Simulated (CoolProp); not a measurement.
A single-stage vapour-compression cycle with the fluid: evaporating at 270.15 K (dew point), condensing at 307.15 K (bubble point), superheat 2 K, subcooling 8 K, compressor efficiency 0.8, no pressure losses. The same conditions are run with several fluids, on thermodynamics alone (safety and materials aside).

The numbers come from the reference Helmholtz-energy equation of state of each fluid (vinyl chloride: Thol 2022; n-perfluorobutane: Gao 2022; c-C4F8 (RC318): Platzer 1990; chlorine: Thol 2021; n-perfluoropentane: Gao 2022; dimethyl ether: Wu 2011) in CoolProp. The equations of Platzer and Polt are older, rougher fits.

Q: Rank vinyl chloride, n-perfluorobutane, c-C4F8 (RC318), chlorine, n-perfluoropentane, dimethyl ether by cooling COP, highest first.

A: vinyl chloride (5.38), dimethyl ether (5.32), chlorine (5.20), c-C4F8 (RC318) (5.03), n-perfluoropentane (5.00), n-perfluorobutane (4.83)

| fluid | pressure ratio | discharge temperature (K) | refrigerating effect (kJ/kg) | volumetric capacity (kJ/m³) |
|---|---|---|---|---|
| vinyl chloride | 3.30 | 342.0 | 304 | 1360 |
| n-perfluorobutane | 3.63 | 307.1 | 66.9 | 719 |
| c-C4F8 (RC318) | 3.61 | 307.1 | 85.8 | 910 |
| chlorine | 2.95 | 373.2 | 241 | 2670 |
| n-perfluoropentane | 4.61 | 307.1 | 71.5 | 241 |
| dimethyl ether | 3.17 | 328.0 | 373 | 1940 |

The compression ends wet for: n-perfluorobutane; c-C4F8 (RC318); n-perfluoropentane.
